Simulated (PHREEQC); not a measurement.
A column of 0.1 m (30 cells, dispersivity 0.005 m, 60 s a shift, diffusion coefficient 3e-10 m²/s) holds 0.016 eq of the database's cation exchanger X per kg of pore water, first in equilibrium with 0.0081 mol/kgw NaCl, 0.0051 mol/kgw ZnCl2 and 1e-05 mol/kgw HCl. It is flushed with 1.2 mmol/kgw MnCl2, 3.6 mmol/kgw ZnSO4, 1.2 mmol/kgw Na2SO4 and 0.01 mmol/kgw HCl, at 25 °C. Values are for the last cell. CO2 from the air is kept out. Nothing may precipitate in this run.

The series has 31 steps of pore volumes, from 0 to 5.017.

All values are PHREEQC results (ion-association model, phreeqc.dat), not measurements.

### Question
After how many pore volumes does S at the outlet first reach half of its feed value?

### Answer
By 1.0 pore volumes.

### Question
After how many pore volumes does Mn at the outlet first reach half of its feed value?

### Answer
By 2.0 pore volumes.
